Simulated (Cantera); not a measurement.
Feed: 1 mol H2O, 0.035 mol H2, 0.0047 mol SO2, held at 1848 K and 0.158 Torr.

Method: chemical equilibrium by Gibbs-energy minimisation in Cantera with the NASA 1993 tables (ideal gas, pure condensed phases). Candidate condensed phases: H2O, H2SO4, S; 19 gas species. Kinetics and transport are ignored.

Base state: H2O 0.912, H2 0.0540, OH 0.0106, O2 0.00941, H 0.00850, SO2 0.00433, O 0.00127, SO 0.000103 (mole fractions); condensed: gas only.

Q: What changes in the equilibrium state with this change: temperature from 1848 K to 3425 K?

A: 
```csv
species,before,after
H,0.00850,0.671
O,0.00127,0.327
S,9.24e-7,0.00152
H2O,0.912,4.13e-7
H2,0.0540,0.000383
OH,0.0106,0.000319
SO2,0.00433,2.96e-9
O2,0.00941,0.000136
SO,0.000103,4.92e-6
```
